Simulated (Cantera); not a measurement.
An isothermal, constant-pressure homogeneous reactor starts with CH4 : H2 = 1 : 8.7 (molar parts), at 1900 K and 3.60 Torr.

Computed with Cantera and GRI-Mech 3.0 (53 species, 325 reactions). GRI-Mech 3.0 stops at C3 and has no aromatics, soot or wall deposition, so with more carbon than oxygen in the feed, carbon stays in small species such as C2H2 where larger ones or solid carbon would form. Radical loss at walls, strong at low pressure, is not modelled.

x: mole fraction; the columns are a selection and need not sum to one.

```tsv
t (s)	x CH4	x H2	x C2H2	x CH3	x C2H6
4.00e-5	0.103	0.897	<1e-12	…	1.20e-12
0.000166	0.103	0.897	2.11e-12	…	1.87e-10
0.000688	0.103	0.897	1.23e-9	…	1.43e-8
0.00285	0.102	0.897	5.27e-7	…	4.29e-7
0.0118	0.0992	0.897	0.000213	…	6.31e-6
0.0490	0.0668	0.911	0.0133	…	1.32e-5
0.203	0.0187	0.938	0.0372	…	1.44e-6
0.842	0.00230	0.945	0.0454	…	3.47e-8
3.49	0.000193	0.943	0.0464	…	3.53e-10
14.5	3.57e-5	0.942	0.0464	…	1.45e-11
60.0	2.70e-5	0.942	0.0464	…	9.02e-12
```

### Question
Some entries are withheld; supply them.

### Answer

- 4.00e-5, x CH3: 7.48e-6
- 0.000166, x CH3: 3.48e-5
- 0.000688, x CH3: 0.000150
- 0.00285, x CH3: 0.000624
- 0.0118, x CH3: 0.00255
- 0.0490, x CH3: 0.00474
- 0.203, x CH3: 0.00174
- 0.842, x CH3: 0.000335
- 3.49, x CH3: 4.23e-5
- 14.5, x CH3: 8.47e-6
- 60.0, x CH3: 6.41e-6
